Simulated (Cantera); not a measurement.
A perfectly stirred reactor is fed with CH4 : H2O : H2 = 1 : 0.59 : 0.14 (molar parts), at 760 Torr; it is held at 1475 K, and followed from long to short residence time.

Detailed kinetics in Cantera: GRI-Mech 3.0 (53 species, 325 reactions). GRI-Mech 3.0 stops at C3 and has no aromatics, soot or wall deposition, so with more carbon than oxygen in the feed, carbon stays in small species such as C2H2 where larger ones or solid carbon would form.

Question: What does this change do: temperature 1475 to 1225 K?

Answer: 
```json
[
 {"quantity": "x(CH4) at τ = 0.600 s", "before": "0.342", "after": "0.578"},
 {"quantity": "x(H2O) at τ = 0.600 s", "before": "0.288", "after": "0.341"},
 {"quantity": "x(H2) at τ = 0.600 s", "before": "0.293", "after": "0.0813"},
 {"quantity": "x(HCO) at τ = 0.600 s", "before": "8.18e-11", "after": "<1e-12"},
 {"quantity": "x(CO2) at τ = 0.600 s", "before": "0.000394", "after": "1.74e-10"},
 {"quantity": "x(CH4) at τ = 4.40 ms", "before": "0.575", "after": "0.578"},
 {"quantity": "x(H2O) at τ = 4.40 ms", "before": "0.341", "after": "0.341"},
 {"quantity": "x(H2) at τ = 4.40 ms", "before": "0.0832", "after": "0.0809"},
 {"quantity": "x(HCO) at τ = 4.40 ms", "before": "3.92e-11", "after": "<1e-12"},
 {"quantity": "x(CO2) at τ = 4.40 ms", "before": "3.38e-9", "after": "<1e-12"}
]
```
